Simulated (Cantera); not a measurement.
Equilibrium for fluorocarbon and chlorocarbon gases: CH2F2 + F2 + H2

Feed: 1 mol CH2F2, 0.96 mol F2, 0.62 mol H2, equilibrated at 1875 K and 0.230 bar.

These are equilibrium values from Cantera (NASA tables, ideal gas, pure condensed phases), not measurements of a reactor. Candidate condensed phases: C, C6H6, C7H8, C8H18; 95 gas species. Gases not in the tables: C2F6 and larger saturated fluorocarbons. Rates play no part.

```json
{
  "x(HF)": "0.949",
  "x(CF4)": "0.0487",
  "x(CF2)": "0.00170",
  "x(F)": "0.000448",
  "x(CF3)": "0.000176",
  "x(CHF3)": "8.93e-6",
  "x(H2F2)": "1.77e-6",
  "x(CF)": "1.07e-6",
  "n(C(graphite))": "0.827 mol",
  "gas_amount": "3.414 mol"
}
```
